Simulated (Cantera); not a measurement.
An isothermal, constant-pressure homogeneous reactor starts with H2 : O2 = 0.047 : 1 (molar parts), equivalence ratio 0.024, at 1048 K and 1.88 Torr. Integrator tolerance rtol = 1e-08.

Computed with Cantera and the H2/O2 subset of GRI-Mech 3.0, which has no nitrogen chemistry. Radical loss at walls, strong at low pressure, is not modelled. The temperature is held fixed by assumption; the heat of reaction is taken as removed at once.

Task: What does this change do: temperature 1048 to 1450 K?

Result: 
```
quantity                                            before                                      after
----------------  ----------------------------------------  -----------------------------------------
x(H2) at 100 s    8.76e-8 (gas-phase equilibrium 3.24e-10)    2.48e-6 (gas-phase equilibrium 8.95e-7)
x(O2) at 100 s         0.954 (gas-phase equilibrium 0.954)        0.954 (gas-phase equilibrium 0.954)
x(OH) at 100 s     2.04e-5 (gas-phase equilibrium 1.25e-6)  0.000368 (gas-phase equilibrium 0.000221)
x(O) at 100 s      3.31e-6 (gas-phase equilibrium 1.24e-8)   0.000110 (gas-phase equilibrium 3.95e-5)
x(H) at 100 s     1.21e-8 (gas-phase equilibrium 2.80e-12)    8.31e-7 (gas-phase equilibrium 1.80e-7)
x(H2O2) at 100 s  1.21e-9 (gas-phase equilibrium 1.14e-11)  4.89e-10 (gas-phase equilibrium 3.45e-10)
x(HO2) at 100 s   4.61e-9 (gas-phase equilibrium 9.14e-10)    4.33e-8 (gas-phase equilibrium 6.32e-8)
```
